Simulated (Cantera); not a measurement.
An isothermal, constant-pressure homogeneous reactor starts with C3H8 : H2 = 2 : 2.3 (molar parts), at 1023 K and 0.540 Torr.

Model: GRI-Mech 3.0 (53 species, 325 reactions), integrated in Cantera. GRI-Mech 3.0 was tuned for natural gas; its chemistry of propane as a main component is partial and can be far from experiment. GRI-Mech 3.0 stops at C3 and has no aromatics, soot or wall deposition, so with more carbon than oxygen in the feed, carbon stays in small species such as C2H2 where larger ones or solid carbon would form. Radical loss at walls, strong at low pressure, is not modelled.

Question: Predict: x(C3H8) at 2.00 s; x(H2) at 2.00 s; x(C2H4) at 2.00 s; x(C2H2) at 2.00 s.

Answer: 
| Item | Result |
|---|---|
| x(C3H8) at 2.00 s | 0.379 (gas-phase equilibrium 5.78e-9) |
| x(H2) at 2.00 s | 0.505 (gas-phase equilibrium 0.531) |
| x(C2H4) at 2.00 s | 0.0582 (gas-phase equilibrium 0.0268) |
| x(C2H2) at 2.00 s | 6.71e-5 (gas-phase equilibrium 0.227) |
